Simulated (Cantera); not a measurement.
Charge: 1 mol TEOS, 0.66 mol H2O, 21 mol N2, 0.37 mol N2O, held at 31.0 mbar.

These are equilibrium values from Cantera (NASA tables, ideal gas, pure condensed phases), not measurements of a reactor. Candidate condensed phases: C, C6H6, C7H8, C8H18, H2O, Si, SiC, SiO2, Si2N2O, Si3N4; 151 gas species. The feed counts by its element totals alone. Rates play no part.

Problem. At 1300 K, list the 6 most abundant gas species with their mole fractions, and the condensed phases.

Solution. N2 0.579, H2 0.296, CO 0.126, HCN 8.56e-5, CH4 2.13e-5, H2O 1.05e-5. Condensed: C(graphite) + Si2N2O(s).
